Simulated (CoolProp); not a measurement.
Aqueous propylene glycol as a coolant, 47 % by mass, freezing at -28.2 °C, 1 atm.

Model: Melinder's fits for secondary coolants, in CoolProp.

```tsv
T (°C)	viscosity (mPa s)	Prandtl number	conductivity (W/(m K))	cp (kJ/(kg K))
-25.3	113	1110	0.348	3.418
-19.6	69.0	676	0.351	3.440
-13.8	43.4	424	0.354	3.461
-8.1	28.5	279	0.357	3.482
-2.3	[?]	188	0.360	[?]
3.4	13.6	132	0.363	3.524
9.2	9.77	94.7	0.366	[?]
14.9	7.28	[?]	0.369	3.567
20.7	[?]	53.5	[?]	3.588
26.4	4.35	41.9	0.375	3.609
32.2	3.47	33.4	0.378	3.630
37.9	2.84	27.2	0.381	3.650
```

Problem. Some entries are withheld; supply them.

Solution. 
- -2.3, viscosity (mPa s): 19.3
- -2.3, cp (kJ/(kg K)): 3.503
- 9.2, cp (kJ/(kg K)): 3.546
- 14.9, Prandtl number: 70.4
- 20.7, viscosity (mPa s): 5.54
- 20.7, conductivity (W/(m K)): 0.372
